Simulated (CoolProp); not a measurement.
The numbers come from the reference Helmholtz-energy equation of state, Thol 2019 in CoolProp.

Task: Give the vapour pressure (MPa), enthalpy of vaporisation (kJ/kg), vapour Z, surface tension (mN/m) of saturated tetradecamethylhexasiloxane (MD4M) at 333.8, 508.4 K.

Result: 
```
T (K)  p (MPa)  enthalpy of vaporisation (kJ/kg)  vapour Z  surface tension (mN/m)
-----  -------  --------------------------------  --------  ----------------------
333.8  2.02e-5                               162     1.000                    15.7
508.4   0.0573                               106     0.920                    5.48
```

Surface tension comes from a separate correlation (Mulero 2014), older than this fluid's equation and unchecked against measurements.
